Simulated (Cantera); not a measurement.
An isothermal, constant-pressure homogeneous reactor starts with H₂ : O₂ : N₂ = 1.8 : 1 : 0.51 (molar parts), at 875 K and 270 Torr.

Computed with Cantera and the H2/O2 subset of GRI-Mech 3.0, which has no nitrogen chemistry. Below about 950 K walls govern HO2 and H2O2 in real vessels. The temperature is held fixed by assumption; the heat of reaction is taken as removed at once.

One state of this run: x H₂ = 0.460; x O₂ = 0.262; x H₂O₂ = 0.000574; x H₂O = 0.115; x HO₂ = 3.08e-5. x: mole fraction; the columns are a selection and need not sum to one.

Q: Which value of t (s) does it belong to?
(A) 1.00e-6
(B) 0.342
(C) 8.36e-6
(D) 23.9

A: B, 0.342
